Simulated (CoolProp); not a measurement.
200 sccm (0 °C, 1 atm) of nitrogen bubbles through liquid dimethyl carbonate at 304.9 K and leaves saturated at a total pressure of 0.15 MPa (ideal gas phase). Each further row changes one setting.

Values from CoolProp's reference Helmholtz-energy equation of state, Zhou 2011.

| case | vapour pressure (kPa) | mole fraction of vapour | delivery (mg/min) | delivery (sccm) | change of delivery for a bath 1 K warmer (%) |
|---|---|---|---|---|---|
| as stated | 10.2 | 0.0679 | 58.5 | 14.6 | 5.3 |
| bath temperature 309.9 K | 12.9 | 0.0861 | 75.7 | 18.8 | 5.2 |
| total pressure 0.3 MPa | 10.2 | 0.0339 | 28.2 | 7.02 | 5.1 |
